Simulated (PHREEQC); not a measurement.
Model water analysis in mg/kgw, 25 °C, pH 6.53, pe 10.7:

```json
[
 {"constituent": "Na", "mg/kgw": "2.42"},
 {"constituent": "K", "mg/kgw": "1.38"},
 {"constituent": "Ca", "mg/kgw": "5.29"},
 {"constituent": "Mg", "mg/kgw": "0.339"},
 {"constituent": "Cl", "mg/kgw": "5.29"},
 {"constituent": "S(6) as SO4", "mg/kgw": "12.1"},
 {"constituent": "Alkalinity as HCO3", "mg/kgw": "1.9"},
 {"constituent": "Zn", "mg/kgw": "0.0502"}
]
```

Valence states are taken as typed.

Equilibrium calculation in PHREEQC: ion-association model, phreeqc.dat.

No solid was allowed to form.

### Question
What charge-balance error does the model give?

### Answer
charge-balance error 0.2 %.

### Question
In which forms is C present?

### Answer
HCO3- 61 %, CO2 39 % of the C.
